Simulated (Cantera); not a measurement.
Thermodynamics of carbothermic reduction, feed Ta2O5 + CH4 + H2 + CO

A closed system holds: 1 mol Ta2O5, 3.7 mol CH4, 0.14 mol H2, 2.1 mol CO.

Method: chemical equilibrium by Gibbs-energy minimisation in Cantera with the NASA 1993 tables (ideal gas, pure condensed phases). Candidate condensed phases: C, C6H6, C7H8, C8H18, H2O, Ta, TaC, Ta2O5; 113 gas species. Mutual solubility and eutectic melting of coexisting phases are not modelled. TaC: taken at fixed stoichiometry. Condensed phases not in the tables: Ta2C, N, O or C dissolved in the metal. Rates play no part.

Q: Map the stable condensed phases over T = 1873, 1898, 1923, 1948, 1973, 1998, 2023, 2048, 2073, 2098, 2123, 2148 K and P in Pa = 10, 42, 180, 750, 3200, 13000, 56000, 240000, 1000000.

A: 
```
T in K \ P in Pa
              10      42     180     750    3200   13000   56000  240000 1000000
   2148        A       B       B       B       B       C       C       C       C
   2123        A       B       B       B       B       C       C       C       C
   2098        A       B       B       B       C       C       C       C       C
   2073        B       B       B       B       C       C       C       C       C
   2048        B       B       B       B       C       C       C       C       C
   2023        B       B       B       B       C       C       C       C       C
   1998        B       B       B       B       C       C       C       C       C
   1973        B       B       B       C       C       C       C       C       C
   1948        B       B       B       C       C       C       C       C       C
   1923        B       B       B       C       C       C       C       C       C
   1898        B       B       B       C       C       C       C       C       C
   1873        B       B       C       C       C       C       C       C       C
```
A: Ta; B: Ta + Ta2O5; C: TaC + Ta2O5.
